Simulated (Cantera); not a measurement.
A closed system holds: 1 mol C3H8, 0.26 mol O2, 2.5 mol N2, held at 1000 Pa.

Equilibrium computed with Cantera from the NASA thermochemical tables; the gas is ideal and each condensed phase is pure. Candidate condensed phases: C, C6H6, C7H8, C8H18, H2O; 136 gas species. Equilibrium is a limit: real reactors are often held back by kinetics, nucleation or transport. All values below are at 2550 °C.

Base state: H 0.410, N2 0.257, H2 0.214, CO 0.0582, HCN 0.0339, C2H2 (acetylene) 0.00771, CN 0.00561, HNC 0.00551 (mole fractions); condensed: C(graphite).

What changes in the equilibrium state with this change: pressure from 1000 Pa to 450000 Pa?


```tsv
species	before	after
H2	0.214	0.495
N2	0.257	0.317
CO	0.0582	0.0730
H	0.410	0.0294
C2H2 (acetylene)	0.00771	0.0178
HCN	0.0339	0.0573
CH4	4.37e-8	0.000105
C2H4	4.36e-9	1.05e-5
C	0.000846	1.88e-6
C5	4.33e-5	9.62e-8
C(graphite), mol	1.77	1.74
```

What changes in the equilibrium state with this change: pressure from 1000 Pa to 13300 Pa?


```
species             before     after
----------------  --------  --------
H2                   0.214     0.404
N2                   0.257     0.298
H                    0.410     0.154
C2H2 (acetylene)   0.00771    0.0145
HCN                 0.0339    0.0501
CO                  0.0582    0.0682
C2                0.000410   3.08e-5
C                 0.000846   6.34e-5
C3                 0.00418  0.000314
C5                 4.33e-5   3.25e-6
CH3                1.39e-6   1.31e-5
C(graphite), mol      1.77      1.77
```

What changes in the equilibrium state with this change: O2 from 0.26 to 1.4 mol?


```json
[
 {"species": "H", "before": "0.410", "after": "0.360"},
 {"species": "CO", "before": "0.0582", "after": "0.246"},
 {"species": "N2", "before": "0.257", "after": "0.213"},
 {"species": "H2", "before": "0.214", "after": "0.165"},
 {"species": "HCN", "before": "0.0339", "after": "0.0104"},
 {"species": "C5", "before": "4.33e-5", "after": "3.69e-7"},
 {"species": "C4H2", "before": "0.000116", "after": "1.97e-6"},
 {"species": "C3", "before": "0.00418", "after": "0.000240"},
 {"species": "C2H2 (acetylene)", "before": "0.00771", "after": "0.000883"},
 {"species": "C(graphite), mol", "before": "1.77", "after": "0"}
]
```
